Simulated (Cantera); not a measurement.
Charge: 1 mol Al(CH3)3, 0.25 mol O2, 2.2 mol N2, equilibrated at 0.0900 Torr.

These are equilibrium values from Cantera (NASA tables, ideal gas, pure condensed phases), not measurements of a reactor. Candidate condensed phases: Al, AlN, Al2O3, C, C6H6, C7H8, C8H18, H2O; 148 gas species. The feed counts by its element totals alone. The numbers say what is thermodynamically allowed, not how fast it happens.

Task: At 1575 °C, list the 6 most abundant gas species with their mole fractions, and the condensed phases.

Result: H2 0.520, N2 0.262, Al 0.119, CO 0.0599, H 0.0349, HCN 0.00285. Condensed: C(graphite).
